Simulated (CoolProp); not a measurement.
Vapour-liquid equilibrium of R114 (1) + R113 (2) at 636 kPa; x and y are mole fractions of (1).

Model: multi-fluid Helmholtz-energy mixture model, Platzer 1990 and Marx 1992; pair parameters Bell 2016, in CoolProp. This equation is an older, rougher fit; its heat capacities, sound speeds and derivatives of the liquid may be far off and weren't checked against measurements.

Q: Give the bubble temperature and the first vapour's composition at x = 0.05, 0.575, 0.65. Is there an azeotrope?

A: x = 0.05: 112.7 °C, y = 0.116; x = 0.575: 80.2 °C, y = 0.795; x = 0.65: 76.8 °C, y = 0.843. No azeotrope shows between x = 0.05 and 0.95.

Pair parameters are fitted to limited data, so mixtures are less certain than the pure fluids.
